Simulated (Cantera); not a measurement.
Feed: 1 mol Si, 0.012 mol O₂, 420 mol N₂, 0.078 mol N₂O, at 100000 Pa.

These are equilibrium values from Cantera (NASA tables, ideal gas, pure condensed phases), not measurements of a reactor. Candidate condensed phases: Si, SiO₂, Si₂N₂O, Si₃N₄; 16 gas species. Mutual solubility and eutectic melting of coexisting phases are not modelled. Rates play no part. All values below are at 1550 °C.

Base state: N₂ 1.000, SiO 0.000110 (mole fractions); condensed: Si₂N₂O(s) + Si₃N₄(s).

Task: What changes in the equilibrium state with this change: 1 mol Cl₂ added?

Result: 
```tsv
species	before	after
N₂	1.000	0.998
SiCl₂	0	0.00181
SiCl₃	0	0.000262
Cl	0	0.000105
SiCl₄	0	5.88e-5
SiO	0.000110	0.000242
Si₂N₂O(s), mol	0.0560	0
Si₃N₄(s), mol	0.281	0
```
The tables' values for SiCl₃ are old estimates; treat these amounts as uncertain.
